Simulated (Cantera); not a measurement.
**Si + HCl + H2 (chlorosilane synthesis and conversion)**

Input: 1 mol Si, a varied amount of HCl, 6.5 mol H2, equilibrated at 952 °C and 100 Torr.

These are equilibrium values from Cantera (NASA tables, ideal gas, pure condensed phases), not measurements of a reactor. Candidate condensed phases: Si; 19 gas species. The tables' values for SiCl3 are old estimates; treat these amounts as uncertain. Rates play no part.

| n(HCl) (mol) | x H2 | x HCl | x SiCl4 | x SiHCl3 | x SiCl2 | x SiCl3 | n Si(s) |
|---|---|---|---|---|---|---|---|
| 0.74 | 0.935 | 0.0462 | 0.00660 | 0.00416 | 0.00558 | 0.00216 | 0.865 |
| 0.89 | 0.927 | 0.0496 | 0.00886 | 0.00517 | 0.00646 | 0.00269 | 0.828 |
| 1.1 | 0.917 | 0.0533 | 0.0121 | 0.00651 | 0.00757 | 0.00341 | 0.776 |
| 1.3 | 0.908 | 0.0562 | 0.0153 | 0.00772 | 0.00850 | 0.00406 | 0.725 |
| 1.6 | 0.895 | 0.0598 | 0.0201 | 0.00939 | 0.00974 | 0.00498 | 0.649 |
| 1.9 | 0.884 | 0.0626 | 0.0248 | 0.0109 | 0.0108 | 0.00583 | 0.571 |
| 2.3 | 0.871 | 0.0657 | 0.0309 | 0.0128 | 0.0121 | 0.00687 | 0.468 |
| 2.7 | 0.859 | 0.0681 | 0.0368 | 0.0145 | 0.0132 | 0.00782 | 0.364 |
| 3.3 | 0.843 | 0.0710 | 0.0450 | 0.0167 | 0.0146 | 0.00911 | 0.208 |
| 4 | 0.826 | 0.0735 | 0.0539 | 0.0189 | 0.0159 | 0.0104 | 0.0254 |
| 4.8 | 0.789 | 0.115 | 0.0659 | 0.0141 | 0.00761 | 0.00796 | 0 |
x: gas mole fraction; n: condensed amount in mol.

From 0.74 mol HCl to 4 mol HCl the condensed part is Si(s). At 4.8 mol HCl nothing is condensed. The main Si-bearing gas is SiCl4 throughout. The share of Si in condensed phases is highest at 0.74 mol HCl (86.5 %) and lowest at 4.8 mol HCl (0.0 %).
